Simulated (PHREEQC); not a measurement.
Make-up at 20 °C: 0.042 mol/kgw TMAH, 1.3e-05 mol/kgw CO2 and 7.5e-05 mol/kgw K3PO4. Closed to the air; pH follows from the charge balance.

Computed with PHREEQC (ion-association model, phreeqc.dat).

Problem. The ionic strength comes out as 0.0424 mol/kgw. What activity coefficients do PO4-3, HPO4-2, CO3-2, K+, OH- get?

Solution. PO4-3 0.18, HPO4-2 0.49, CO3-2 0.50, K+ 0.82, OH- 0.82.

No solid was allowed to form. Complexes and solids missing from the database can't appear. (CH3)4N+ isn't in the database: it is added as a free cation with an ion size of 4 Å.
